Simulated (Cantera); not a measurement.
Charge: 1 mol BN, 3.8 mol H2O, 1.1 mol N2, equilibrated at 1223 K and 0.133 bar.

These are equilibrium values from Cantera (NASA tables, ideal gas, pure condensed phases), not measurements of a reactor. Candidate condensed phases: B, BN, B2O3, B3O3H3, H2O; 39 gas species. Gases not in the tables: H3BO3. Kinetics and transport are ignored.

Base state: H2O 0.423, N2 0.296, H2 0.278, HBO2 0.00204, (HBO2)3 0.00108 (mole fractions); condensed: B2O3(l).

### Question
What changes in the equilibrium state with this change: BN replaced by AlN?

### Answer
| species | before | after |
|---|---|---|
| H2O | 0.423 | 0.426 |
| N2 | 0.296 | 0.296 |
| H2 | 0.278 | 0.278 |
| HBO2 | 0.00204 | 0 |
| (HBO2)3 | 0.00108 | 0 |
| B2O3(l), mol | 0.486 | 0 |
| Al2O3(s), mol | 0 | 0.500 |
Further candidate phases: Al, AlN, Al2O3.

### Question
What changes in the equilibrium state with this change: temperature from 1223 K to 1598.15 K?

### Answer
```
species        before    after
------------  -------  -------
H2O             0.423    0.361
N2              0.296    0.283
H2              0.278    0.265
HBO2          0.00204   0.0899
B2O3          1.44e-7  0.00106
HBO           8.83e-8  6.38e-5
H             4.34e-7  7.52e-5
B2O3(l), mol    0.486    0.237
```
